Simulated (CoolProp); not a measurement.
A closed Brayton cycle with dry air: compressor inlet 306.15 K and 1.2 MPa, high pressure 2.61 MPa, turbine inlet 695 K, compressor efficiency 0.8, turbine efficiency 0.93, recuperator effectiveness 0.9 (on enthalpy, no pinch check). Each further row changes one setting.

Model: reference Helmholtz-energy equation of state, Lemmon 2000, in CoolProp. It is a pseudo-pure fit of the blend.

| case | thermal efficiency (%) | net work (kJ/kg) | compressor to turbine work | compressor exit (K) | turbine exit (K) |
|---|---|---|---|---|---|
| as stated | 23.5 | 35.2 | 0.73 | 401.3 | 572.0 |
| turbine inlet 645 K | 18.8 | 25.6 | 0.79 | 401.3 | 529.7 |
| compressor inlet 316.15 K | 21.5 | 32.0 | 0.76 | 414.2 | 572.0 |
| high pressure 2.22 MPa | 24.7 | 31.9 | 0.70 | 379.7 | 595.8 |
| recuperator effectiveness 0.5 | 16.0 | 35.2 | 0.73 | 401.3 | 572.0 |
